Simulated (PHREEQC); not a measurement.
Solution (32 °C): 0.0033 mol/kgw HF, 0.00035 mol/kgw H2SiF6 and 0.28 mol/kgw H2SO4. Closed to the air; pH follows from the charge balance.

The numbers come from PHREEQC with the ion-association model, wateq4f.dat.

```csv
quantity,before,after
pH,0.62,0.62
ionic strength (mol/kgw),0.334,0.334
HSO4- (mol/kgw),0.253,0.253
SO4-2 (mol/kgw),0.0271,0.0271
HF (mol/kgw),0.00512,0.00324
H2F2 (mol/kgw),5.71e-5,2.29e-5
```

Problem. What was changed between the two runs?
(A) H2SiF6 left out
(B) 0.099 mol/kgw H3PO4 added
(C) HF from 0.0033 to 0.00066 mol/kgw
(D) HF from 0.0033 to 0.00363 mol/kgw
(E) H2SO4 from 0.28 to 0.056 mol/kgw

Solution. A, H2SiF6 left out

Precipitation was switched off in this run. Some of these states are supersaturated (in Quartz (slow to form), for instance). SiF6-2 is the database's only silicon fluoride.
